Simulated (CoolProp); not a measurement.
Propylene along the isobar 48.6 bar: fugacity coefficient from the reference equation and from simpler models built on Tc = 91.1 °C, pc = 45.55 bar, ω = 0.146; each cubic takes its own stable root.

The numbers come from the reference Helmholtz-energy equation of state, Lemmon 2013 in CoolProp.

```csv
T (°C),phase,reference,van der Waals,Redlich-Kwong,Soave-Redlich-Kwong,Peng-Robinson
-93.25,liquid,0.001728,0.03171,0.002214,0.001721,0.001810
-75.05,liquid,0.005869,0.05682,0.007669,0.005859,0.005986
-56.85,liquid,0.01566,0.09193,0.02033,0.01572,0.01573
-38.55,liquid,0.03496,0.1377,0.04445,0.03533,0.03486
-20.35,liquid,0.06753,0.1934,0.08341,0.06868,0.06708
-2.15,liquid,0.1168,0.2583,0.1396,0.1194,0.1158
16.05,liquid,0.1847,0.3310,0.2136,0.1896,0.1832
34.25,liquid,0.2716,0.4098,0.3036,0.2792,0.2692
```
